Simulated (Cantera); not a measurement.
Cantera run:

```python
import numpy as np
import cantera as ct

gas_names = """
    O2 S2
""".split()
cond_names = """
    Na(L) Na2O(a) Na2S(1) Na2SO4(L)
""".split()


# ... load() reads the species with a 1 bar reference pressure and builds the phases ...
species = {s.name: s for s in load("nasa_gas.yaml", gas_names) + load("nasa_condensed.yaml", cond_names)}
T = 1275
g = {n: (s.thermo.h(T) - T * s.thermo.s(T)) / (ct.gas_constant * T * np.log(10)) for n, s in species.items()}
valid = cond_names  # the entries whose range holds T


def stable(la, lb):
    # potentials (over RT ln 10) of the two non-metals from log10 p(O2) and log10 p(S2) in bar
    mu = {}
    mu["O"] = (g["O2"] + la) / 2
    mu["S"] = (g["S2"] + lb) / 2
    cost = {}
    for n in valid:
        c = species[n].composition
        cost[n] = (g[n] - sum(c.get(e, 0) * m for e, m in mu.items())) / c["Na"]
    return min(cost, key=cost.get)


results = []
for lb in [0, -1.5, -3, -4.5, -6, -7.5, -9, -10.5, -12, -13.5, -15]:
    row = [stable(la, lb) for la in [-30, -28, -26, -24, -22, -20, -18, -16, -14, -12, -10, -8, -6, -4, -2, 0]]
    results.append(row)
    print(f"{lb:6.1f}  " + " ".join(f"{valid.index(n):x}" for n in row))
print("key: " + ", ".join(f"{i:x} {n}" for i, n in enumerate(valid)))
```

It prints:

```
   0.0  2 2 2 2 2 2 2 2 2 3 3 3 3 3 3 3
  -1.5  2 2 2 2 2 2 2 2 2 3 3 3 3 3 3 3
  -3.0  2 2 2 2 2 2 2 2 2 3 3 3 3 3 3 3
  -4.5  2 2 2 2 2 2 2 2 2 3 3 3 3 3 3 3
  -6.0  2 2 2 2 2 2 2 2 2 3 3 3 3 3 3 3
  -7.5  2 2 2 2 2 2 2 2 2 3 3 3 3 3 3 3
  -9.0  2 2 2 2 2 2 2 2 2 3 3 3 3 3 3 3
 -10.5  2 2 2 2 2 2 2 2 2 3 3 3 3 3 3 3
 -12.0  2 2 2 2 2 2 2 2 2 3 3 3 3 3 3 3
 -13.5  2 2 2 2 2 2 2 2 2 3 3 3 3 3 3 3
 -15.0  2 2 2 2 2 2 2 2 2 3 3 3 3 3 3 3
key: 0 Na(L), 1 Na2O(a), 2 Na2S(1), 3 Na2SO4(L)
```

Source: NASA polynomial tables (part measured, part estimated), evaluated in Cantera. Not in the tables: pyrosulfates. Part of the grid cannot be reached: there another gas would pass 10 bar, or a non-metal would condense.
